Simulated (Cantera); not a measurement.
Input: 1 mol Si₃N₄, 0.0031 mol O₂, a varied amount of N₂, held at 0.170 bar.

Cantera equilibrium calculation (NASA polynomials, part measured and part estimated; ideal gas, pure solids and liquids). Candidate condensed phases: Si, SiO₂, Si₂N₂O, Si₃N₄; 16 gas species. Mutual solubility and eutectic melting of coexisting phases are not modelled. Rates play no part.

Question: What condenses at these points (T in K, n(N₂) in mol): (973, 21); (2173, 99); (2273, 990); (1573, 9.9); (1073, 210); (2073, 9.9); (1973, 99)?

Answer: 
```csv
T (K),n(N₂) in mol,condensed phases,Si condensed (%)
973,21,Si₂N₂O + Si₃N₄,100.0
2173,99,Si,92.6
2273,990,gas only,0.0
1573,9.9,Si₂N₂O + Si₃N₄,100.0
1073,210,Si₂N₂O + Si₃N₄,100.0
2073,9.9,Si,99.5
1973,99,Si₃N₄,99.1
```
